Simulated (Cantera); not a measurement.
Predominance diagram of Mg at 1627 °C against the partial pressures of O2 and F2 (log10, bar). Cantera with NASA thermochemical tables; ideal gases at 1 bar, condensed phases pure. Candidates: Mg(l), MgF2(l), MgO(s). Only these pure phases compete in this equilibrium. Not in the tables: oxide halides.

Question: Which phase is stable at these pairs, and which metal-bearing vapour leads over it? (-11.7, -3.3); (-11.7, -4.4); (-11.7, -1.1); (-10.7, -12.9); (-11.7, -14); (-5.3, -9.7); (-9.6, -12.9)

Answer: 
```csv
log p(O2),log p(F2),phase,chief vapour,log p (bar)
-11.7,-3.3,MgF2(l),MgF2,-2.0
-11.7,-4.4,MgF2(l),MgF2,-2.0
-11.7,-1.1,MgF2(l),MgF2,-2.0
-10.7,-12.9,MgF2(l),MgF2,-2.0
-11.7,-14,MgF2(l),MgF2,-2.0
-5.3,-9.7,MgF2(l),MgF2,-2.0
-9.6,-12.9,MgF2(l),MgF2,-2.0
```
